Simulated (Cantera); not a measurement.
# Boron, boron nitride and boron oxide: B + H2O + N2

Input: 1 mol B, 1.2 mol H2O, 1.5 mol N2, at 0.000550 bar.

These are equilibrium values from Cantera (NASA tables, ideal gas, pure condensed phases), not measurements of a reactor. Candidate condensed phases: B, BN, B2O3, B3O3H3, H2O; 39 gas species. N2 is the only nitrogen source here; it is nearly inert below about 1500 K, so the nitride shown seldom forms there in practice. Mutual solubility and eutectic melting of coexisting phases are not modelled. Equilibrium is a limit: real reactors are often held back by kinetics, nucleation or transport.

```
T (°C)   x N2   x H2       x H      x BO    x B2O3     x HBO    x B2O2    x HBO2  n BN(s)  n B2O3(l)
------  -----  -----  --------  --------  --------  --------  --------  --------  -------  ---------
852     0.538  0.461   1.29e-6   1.08e-9   1.21e-6   7.49e-6   3.56e-9  0.000190    0.201      0.399
952     0.538  0.461   9.02e-6   7.69e-8   3.72e-5   9.45e-5   3.62e-7  0.000826    0.201      0.398
1052    0.537  0.458   4.72e-5   2.85e-6  0.000666  0.000803   1.79e-5   0.00282    0.202      0.392
1152    0.530  0.448  0.000195   6.30e-5   0.00781   0.00497  0.000508   0.00793    0.202      0.360
1252    0.488  0.394  0.000633  0.000930    0.0652    0.0230   0.00937    0.0180    0.177      0.136
1352    0.466  0.351   0.00178   0.00553    0.0758    0.0495    0.0382    0.0118   0.0752          0
1452    0.464  0.332   0.00456    0.0173    0.0538    0.0649    0.0557   0.00798        0          0
1552    0.458  0.324    0.0107    0.0367    0.0513    0.0641    0.0461   0.00957        0          0
1652    0.448  0.312    0.0228    0.0664    0.0477    0.0583    0.0334    0.0117        0          0
1752    0.434  0.294    0.0445     0.102    0.0425    0.0475    0.0202    0.0146        0          0
1852    0.418  0.267    0.0800     0.134    0.0355    0.0345    0.0102    0.0182        0          0
1952    0.400  0.230     0.132     0.157    0.0273    0.0229   0.00459    0.0213        0          0
2052    0.380  0.182     0.200     0.171    0.0188    0.0142   0.00198    0.0217        0          0
```
x: gas mole fraction; n: condensed amount in mol.

From 852 °C to 1252 °C the condensed part is BN(s) + B2O3(l). At 1352 °C the condensed part is BN(s). From 1452 °C to 2052 °C nothing is condensed. The main B-bearing gas is HBO2 at 852 °C and BO at 2052 °C.
